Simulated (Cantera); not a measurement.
Feed: 1 mol H2S, 0.019 mol SO2, 12 mol H2, equilibrated at 3398.15 K and 1.00 bar.

These are equilibrium values from Cantera (NASA tables, ideal gas, pure condensed phases), not measurements of a reactor. Candidate condensed phases: H2O, H2SO4, S; 19 gas species. The numbers say what is thermodynamically allowed, not how fast it happens.

**Question.** What is the equilibrium state?

**Answer.** 
```
Quantity                            Result
-------------------------------  ---------
x(H2)                                0.584
x(H)                                 0.356
x(S)                                0.0362
x(SH)                               0.0171
x(S2)                              0.00262
x(H2S)                             0.00189
x(H2O)                             0.00146
x(OH)                             0.000387
x(SO)                             0.000274
gas amount                       16.79 mol
log10 activity of S(l) (absent)      -3.22
```
